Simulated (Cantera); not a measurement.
A freely propagating, adiabatic, planar premixed flame of 27.4 % H₂, 15.2 % O₂, 57.3 % N₂, equivalence ratio 0.90, unburnt at 325 K and 170000 Pa; mixture-averaged transport, grid criteria slope 0.08 and curve 0.16, no radiation.

Computed with Cantera and the H2/O2 subset of GRI-Mech 3.0, which has no nitrogen chemistry. Burning velocities carry a grid error of a few per cent, more on coarse grids.

**Question.** Predict: laminar burning velocity; thermal thickness; peak x(O); peak x(OH); peak x(H₂O₂).

**Answer.** 
| Quantity | Result |
|---|---|
| laminar burning velocity | 222 cm/s |
| thermal thickness | 0.181 mm |
| peak x(O) | 0.00882 |
| peak x(OH) | 0.0142 |
| peak x(H₂O₂) | 0.000124 |
